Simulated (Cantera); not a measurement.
# Adiabatic ignition

An adiabatic, constant-pressure homogeneous reactor starts with CH3OH : O2 : N2 = 1 : 1.72 : 6.48 (molar parts), equivalence ratio 0.87, at 1775 K and 28.0 bar.

Computed with Cantera and GRI-Mech 3.0 (53 species, 325 reactions). GRI-Mech 3.0 was tuned for natural gas; its chemistry of methanol as a main component is partial and can be far from experiment. The pressure lies above the range GRI-Mech 3.0 was tuned for (to about 10 atm). Above 3000 K some thermodynamic fits are extrapolated.

```tsv
t (s)	T (K)	x CH3OH	x O2	x CH3	x O	x H2O2
1.00e-6	1814	0.0875	0.174	5.09e-5	2.85e-6	0.000608
3.98e-6	3025	<1e-12	0.0342	<1e-12	0.00454	3.13e-6
1.58e-5	3029	<1e-12	0.0323	<1e-12	0.00427	3.08e-6
6.31e-5	3017	<1e-12	0.0289	<1e-12	0.00388	2.87e-6
0.000251	3011	<1e-12	0.0273	<1e-12	0.00370	2.77e-6
0.00100	3011	<1e-12	0.0273	<1e-12	0.00369	2.77e-6
0.00398	3011	<1e-12	0.0273	<1e-12	0.00369	2.77e-6
0.0158	3011	<1e-12	0.0273	<1e-12	0.00369	2.77e-6
0.0631	3011	<1e-12	0.0273	<1e-12	0.00369	2.77e-6
0.251	3011	<1e-12	0.0273	<1e-12	0.00369	2.77e-6
1.00	3011	<1e-12	0.0273	<1e-12	0.00369	2.77e-6
```
x: mole fraction; the columns are a selection and need not sum to one.

```
Property                                                          Result
---------------------------------  -------------------------------------
time of steepest temperature rise                                1.90 µs
temperature at 1.00 s                                             3011 K
equilibrium temperature                                           3011 K
x(CH3OH) at 1.00 s                 <1e-12 (gas-phase equilibrium <1e-12)
x(O2) at 1.00 s                    0.0273 (gas-phase equilibrium 0.0273)
x(CH3) at 1.00 s                   <1e-12 (gas-phase equilibrium <1e-12)
```
